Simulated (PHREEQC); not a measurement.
Make-up at 20 °C: 0.0105 mol Cu(BF4)2 and 0.0072 mol HBF4 per kg of water. It is in equilibrium with CO2 at log p = -1 (atm). Otherwise closed; pH follows from the charge balance.

Equilibrium calculation in PHREEQC: ion-association model, wateq4f.dat.

```
Quantity                   Value
----------------  --------------
pH                          2.23
ionic strength    0.0382 mol/kgw
total alkalinity    -91.8 meq/kg
```

```
species    molality  activity   log γ
---------  --------  --------  ------
BF4-         0.0252    0.0207  -0.085
Cu+2         0.0104   0.00540  -0.286
H+          0.00683   0.00591  -0.063
HF          0.00618   0.00624   0.004
CO2         0.00388   0.00392   0.004
H3BO3       0.00141   0.00142   0.004
BF3OH-      0.00135   0.00111  -0.085
F-         0.000927  0.000769  -0.081
BF2(OH)2-  0.000246  0.000203  -0.085
```

Precipitation was switched off in this run. Real BF4- forms and hydrolyses slowly; the run takes it at equilibrium.
